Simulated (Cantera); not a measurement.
A closed system holds: 1 mol Pb, a varied amount of CO, 7.1 mol H₂, at 1.00 bar.

Cantera equilibrium calculation (NASA polynomials, part measured and part estimated; ideal gas, pure solids and liquids). Candidate condensed phases: C, C₆H₆, C₇H₈, C₈H₁₈, H₂O, Pb, PbO, PbO₂, Pb₃O₄; 113 gas species. The numbers say what is thermodynamically allowed, not how fast it happens.

### Question
What condenses at these points (T in K, n(CO) in mol): (1023, 3.7); (923, 0.23); (1023, 1.2); (1423, 0.23); (823, 0.7)?

### Answer
```json
[
 {"T (K)": "1023", "n(CO) in mol": "3.7", "condensed phases": "C + Pb", "Pb condensed (%)": "100.0"},
 {"T (K)": "923", "n(CO) in mol": "0.23", "condensed phases": "Pb", "Pb condensed (%)": "100.0"},
 {"T (K)": "1023", "n(CO) in mol": "1.2", "condensed phases": "Pb", "Pb condensed (%)": "100.0"},
 {"T (K)": "1423", "n(CO) in mol": "0.23", "condensed phases": "Pb", "Pb condensed (%)": "91.7"},
 {"T (K)": "823", "n(CO) in mol": "0.7", "condensed phases": "Pb", "Pb condensed (%)": "100.0"}
]
```
